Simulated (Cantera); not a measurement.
A closed system holds: 1 mol Si2Cl6, 41 mol H2, 0.1 mol HCl, held at 13.3 mbar.

Equilibrium computed with Cantera from the NASA thermochemical tables; the gas is ideal and each condensed phase is pure. Candidate condensed phases: Si; 19 gas species. The feed counts by its element totals alone. The tables' values for SiCl3 are old estimates; treat these amounts as uncertain. Rates play no part.

x: gas mole fraction; n: condensed amount in mol.

| T (K) | x H2 | x HCl | x SiCl2 | x SiCl4 | x SiHCl3 | x SiCl3 | n Si(s) |
|---|---|---|---|---|---|---|---|
| 1025 | 0.940 | 0.0290 | 0.00160 | 0.0219 | ___ | 0.00130 | 0.669 |
| 1075 | 0.931 | 0.0405 | 0.00343 | 0.0181 | ___ | 0.00198 | 0.756 |
| 1125 | 0.920 | 0.0531 | 0.00648 | 0.0136 | ___ | 0.00268 | 0.832 |
| 1175 | 0.909 | 0.0652 | 0.0107 | 0.00885 | ___ | 0.00311 | 0.884 |
| 1225 | 0.900 | 0.0748 | 0.0152 | 0.00487 | ___ | 0.00306 | 0.906 |
| 1275 | 0.894 | 0.0809 | 0.0190 | 0.00230 | ___ | 0.00259 | 0.905 |
| 1325 | 0.891 | 0.0838 | 0.0216 | 0.000993 | ___ | 0.00199 | 0.893 |
| 1375 | 0.890 | 0.0849 | 0.0233 | 0.000418 | ___ | 0.00146 | 0.876 |
| 1425 | 0.889 | 0.0850 | 0.0245 | 0.000180 | ___ | 0.00106 | 0.857 |
| 1475 | 0.889 | 0.0847 | 0.0254 | 8.00e-5 | ___ | 0.000773 | 0.839 |
| 1525 | 0.889 | 0.0842 | 0.0261 | 3.72e-5 | ___ | 0.000572 | 0.820 |

### Question
Some entries are withheld; supply them.

### Answer

- 1025, x SiHCl3: 0.00609
- 1075, x SiHCl3: 0.00518
- 1125, x SiHCl3: 0.00409
- 1175, x SiHCl3: 0.00291
- 1225, x SiHCl3: 0.00183
- 1275, x SiHCl3: 0.00103
- 1325, x SiHCl3: 0.000540
- 1375, x SiHCl3: 0.000280
- 1425, x SiHCl3: 0.000147
- 1475, x SiHCl3: 7.95e-5
- 1525, x SiHCl3: 4.44e-5
